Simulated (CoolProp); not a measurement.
Vapour-liquid equilibrium of propane (1) + dimethyl ether (2) at 0.0694 MPa; x and y are mole fractions of (1).

Model: multi-fluid Helmholtz-energy mixture model, Lemmon 2009 and Wu 2011; pair parameters Bell 2016, in CoolProp.

Task: Give the bubble temperature and the first vapour's composition at x = 0.15, 0.65, 0.95. Is there an azeotrope?

Result: x = 0.15: -40.8 °C, y = 0.399; x = 0.65: -48.8 °C, y = 0.773; x = 0.95: -50.3 °C, y = 0.955. No azeotrope shows between x = 0.05 and 0.95.

Pair parameters are fitted to limited data, so mixtures are less certain than the pure fluids.
